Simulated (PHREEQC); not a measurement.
Solution (25 °C): 0.0064 mol/kgw HNO3, 0.0033 mol/kgw AlCl3 and 0.017 mol/kgw MnSO4. Closed to the air; pH follows from the charge balance.

Equilibrium calculation in PHREEQC: ion-association model, phreeqc.dat.

| quantity | before | after |
|---|---|---|
| pH | 2.40 | 2.59 |
| ionic strength (mol/kgw) | 0.0585 | 0.0496 |
| SO4-2 (mol/kgw) | 0.00847 | 0.00547 |
| MnSO4 (mol/kgw) | 0.00391 | 0.00533 |
| HSO4- (mol/kgw) | 0.00176 | 0.00339 |
| Al(SO4)2- (mol/kgw) | 0.000274 | 0.000218 |
| SI of Gibbsite (Al(OH)3) | -4.69 | -1.40 |

Q: Name the change that produced these shifts.
(A) 0.001 mol/kgw LiOH added
(B) HNO3 from 0.0064 to 0.00576 mol/kgw
(C) temperature from 25 to 85 °C

A: C, temperature from 25 to 85 °C

This is a speciation only: nothing precipitates in the calculation. At this temperature some constants are extrapolated from 25 °C, and those without enthalpy data are left unchanged.
